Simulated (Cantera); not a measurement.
Charge: 1 mol SiCl4, a varied amount of Cl2, 1.6 mol H2, held at 800 K and 700000 Pa.

Method: chemical equilibrium by Gibbs-energy minimisation in Cantera with the NASA 1993 tables (ideal gas, pure condensed phases). Candidate condensed phases: Si; 19 gas species. The numbers say what is thermodynamically allowed, not how fast it happens.

x: gas mole fraction; nothing condenses.

```
n(Cl2) (mol)  x HCl      x H2  x SiCl4     x Cl2  x SiHCl3
------------  -----  --------  -------  --------  --------
0.5           0.323     0.355    0.322    <1e-12       ___
0.6           0.375     0.312    0.312    <1e-12       ___
0.72          0.434     0.265    0.301    <1e-12       ___
0.86          0.497     0.214    0.289    <1e-12       ___
1             0.556     0.167    0.278    <1e-12       ___
1.2           0.632     0.105    0.263    <1e-12       ___
1.5           0.732    0.0244    0.244  2.26e-12       ___
1.8           0.727  1.20e-12    0.227    0.0455    <1e-12
2.1           0.681    <1e-12    0.213     0.106    <1e-12
2.5           0.627    <1e-12    0.196     0.176    <1e-12
```

Q: Complete the blanks.

A: 
- 0.5, x SiHCl3: 0.000320
- 0.6, x SiHCl3: 0.000235
- 0.72, x SiHCl3: 0.000166
- 0.86, x SiHCl3: 0.000112
- 1, x SiHCl3: 7.53e-5
- 1.2, x SiHCl3: 3.96e-5
- 1.5, x SiHCl3: 7.35e-6
